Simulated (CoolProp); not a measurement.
Properties of R152A along the isotherm 500 K (Tc = 386.4 K, pc = 4.517 MPa, ω = 0.275).

Computed with CoolProp (reference Helmholtz-energy equation of state, Outcalt 1996). It is a modified Benedict-Webb-Rubin equation, recast in Helmholtz form.

| p (MPa) | phase | cv (kJ/(kg K)) | isothermal compressibility (1/MPa) |
|---|---|---|---|
| 1.41 | gas | [?] | [?] |
| 2.82 | gas | 1.363 | 0.3903 |
| 4.23 | gas | 1.376 | 0.2737 |
| 5.65 | supercritical | 1.389 | 0.2152 |
| 7.06 | supercritical | 1.402 | [?] |
| 8.47 | supercritical | 1.413 | 0.1542 |
| 9.88 | supercritical | [?] | 0.1331 |
| 11.3 | supercritical | 1.430 | 0.1134 |

What belongs in the gaps?


- 1.41, cv (kJ/(kg K)): 1.350
- 1.41, isothermal compressibility (1/MPa): 0.7430
- 7.06, isothermal compressibility (1/MPa): 0.1797
- 9.88, cv (kJ/(kg K)): 1.423
